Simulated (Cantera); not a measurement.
Input: 1 mol B, 1.3 mol Cl2, held at 1598.15 K and 9.10 bar.

Equilibrium computed with Cantera from the NASA thermochemical tables; the gas is ideal and each condensed phase is pure. Candidate condensed phases: B; 7 gas species. The tables' values for BCl2, BCl are old estimates; treat these amounts as uncertain. Equilibrium is a limit: real reactors are often held back by kinetics, nucleation or transport.

Base state: BCl3 0.997, BCl2 0.00284, BCl 0.000133 (mole fractions); condensed: B(s).

### Question
What changes in the equilibrium state with this change: B replaced by AlN?

### Answer
```
species       before     after
-----------  -------  --------
AlCl3              0     0.658
N2                 0     0.334
AlCl2              0   0.00475
BCl3           0.997         0
BCl2         0.00284         0
Al2Cl6             0   0.00267
AlCl               0  0.000189
B(s), mol      0.132         0
AlN(s), mol        0     0.131
```
The tables' values for AlCl2 are old estimates; treat these amounts as uncertain. Further candidate phases: Al, AlCl3, AlN.
